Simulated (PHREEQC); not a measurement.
Dissolve 0.0021 mol/kgw NaHSO4 at 25 °C. Closed to the air; pH follows from the charge balance.

Equilibrium calculation in PHREEQC: ion-association model, phreeqc.dat.

```json
{
  "pH": "2.76",
  "ionic_strength": "0.00578 mol/kgw",
  "specific_conductance": "989 µS/cm",
  "total_alkalinity": "-2.10 meq/kg"
}
```

| species | molality | activity | log γ |
|---|---|---|---|
| Na+ | 0.00209 | 0.00193 | -0.035 |
| H+ | 0.00186 | 0.00173 | -0.032 |
| SO4-2 | 0.00184 | 0.00134 | -0.138 |
| HSO4- | 0.000244 | 0.000225 | -0.035 |
| NaSO4- | 1.40e-5 | 1.29e-5 | -0.034 |

This is a speciation only: nothing precipitates in the calculation. Complexes and solids missing from the database can't appear.
